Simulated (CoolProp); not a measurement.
Vapour-liquid equilibrium of methanol (1) + dimethyl carbonate (2) at 71.05 °C; x and y are mole fractions of (1).

Computed with CoolProp (multi-fluid Helmholtz-energy mixture model, de Reuck 1993 and Zhou 2011; pair parameters Bell 2016).

| x | bubble pressure (MPa) | y at the bubble point | dew pressure at overall composition x (MPa) | liquid density (mol/L) |
|---|---|---|---|---|
| 0.05 | 0.06753 | 0.239 | 0.05551 | 11.40 |
| 0.15 | 0.08892 | 0.465 | 0.06135 | 12.04 |
| 0.25 | 0.1036 | ___ | 0.06833 | 12.76 |
| 0.35 | 0.1137 | 0.641 | 0.07678 | 13.58 |
| 0.45 | ___ | 0.688 | 0.08718 | ___ |
| 0.55 | ___ | 0.726 | 0.1000 | 15.58 |
| 0.65 | 0.1294 | 0.762 | 0.1150 | 16.82 |
| 0.75 | 0.1321 | ___ | 0.1283 | 18.27 |
| 0.85 | 0.1335 | 0.857 | 0.1334 | 19.97 |
| 0.95 | ___ | 0.939 | 0.1323 | 21.99 |

Q: Fill in the missing entries.

A: 
- 0.25, y at the bubble point: 0.575
- 0.45, bubble pressure (MPa): 0.1207
- 0.45, liquid density (mol/L): 14.51
- 0.55, bubble pressure (MPa): 0.1257
- 0.75, y at the bubble point: 0.803
- 0.95, bubble pressure (MPa): 0.1326

y crosses x between x = 0.85 and 0.95: the model has an azeotrope there.

The pair parameters rest on a limited set of measurements; away from them the model extrapolates.
